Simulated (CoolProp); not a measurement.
A closed Brayton cycle with carbon dioxide: compressor inlet 330.15 K and 7.6 MPa, high pressure 18.2 MPa, turbine inlet 815 K, compressor efficiency 0.89, turbine efficiency 0.85, recuperator effectiveness 0.8 (on enthalpy, no pinch check). Each further row changes one setting.

Model: reference Helmholtz-energy equation of state, Span 1996, in CoolProp.

```csv
case,thermal efficiency (%),net work (kJ/kg),compressor to turbine work,compressor exit (K),turbine exit (K)
as stated,?,60.7,0.43,407.1,716.9
turbine inlet 765 K,?,?,0.47,407.1,?
compressor inlet 340.15 K,?,56.3,0.48,420.3,716.9
high pressure 15.5 MPa,23.6,51.8,?,?,734.5
recuperator effectiveness 0.5,17.6,60.7,0.43,407.1,716.9
```

### Question
What belongs in the gaps?

### Answer

- as stated, thermal efficiency (%): 25.5
- turbine inlet 765 K, thermal efficiency (%): 24.2
- turbine inlet 765 K, net work (kJ/kg): 53.3
- turbine inlet 765 K, turbine exit (K): 670.5
- compressor inlet 340.15 K, thermal efficiency (%): 24.6
- high pressure 15.5 MPa, compressor to turbine work: 0.42
- high pressure 15.5 MPa, compressor exit (K): 392.4
